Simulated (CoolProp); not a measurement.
Properties of fluorine along the isobar 0.497 MPa (Tc = -128.7 °C, pc = 5.240 MPa, ω = 0.045).

The numbers come from the reference Helmholtz-energy equation of state, de Reuck 1990 in CoolProp.

```csv
T (°C),phase,density (kg/m³),cp (kJ/(kg K)),Joule-Thomson coefficient (K/MPa),isothermal compressibility (1/MPa)
-143.05,gas,18.27,0.8360,9.927,2.110
-134.45,gas,16.99,0.8227,8.704,2.090
-125.95,gas,15.91,0.8134,7.705,2.076
-117.45,gas,14.96,0.8068,6.868,2.065
-108.95,gas,14.13,0.8023,6.162,2.056
-100.45,gas,13.39,0.7993,5.560,2.049
-91.95,gas,12.73,0.7975,5.043,2.044
-83.45,gas,12.13,0.7968,4.597,2.039
-74.95,gas,11.59,0.7969,4.209,2.035
-66.35,gas,11.09,0.7977,3.867,2.032
-57.85,gas,10.64,0.7991,3.569,2.029
-49.35,gas,10.22,0.8010,3.306,2.027
-40.85,gas,9.840,0.8033,3.072,2.025
-32.35,gas,9.485,0.8059,2.863,2.023
-23.85,gas,9.155,0.8088,2.677,2.022
```
